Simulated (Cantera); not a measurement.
Input: 1 mol SiH4, 0.51 mol O3, 11 mol N2, held at 1575 °C.

Method: chemical equilibrium by Gibbs-energy minimisation in Cantera with the NASA 1993 tables (ideal gas, pure condensed phases). Candidate condensed phases: H2O, Si, SiO2, Si2N2O, Si3N4; 35 gas species. Mutual solubility and eutectic melting of coexisting phases are not modelled. The tables hold silica as quartz up to 1696 K and as liquid above; real silica turns to tridymite and cristobalite and melts near 1996 K. Kinetics and transport are ignored.

Question: Which condensed phases are stable at each of these points (P (Pa)): 5, 36, 260, 1900, 14000, 100000?

Answer: 
```
P (Pa)             condensed phases  Si condensed (%)
------  ---------------------------  ----------------
5                          gas only               0.0
36                  SiO2(condensed)              14.4
260                 SiO2(condensed)              43.5
1900                SiO2(condensed)              51.4
14000               SiO2(condensed)              52.8
100000  SiO2(condensed) + Si2N2O(s)              94.4
```

At 5.00e-5 bar nothing is condensed. From 0.000360 bar to 0.140 bar the condensed part is SiO2(condensed). At 1.00 bar the condensed part is SiO2(condensed) + Si2N2O(s).
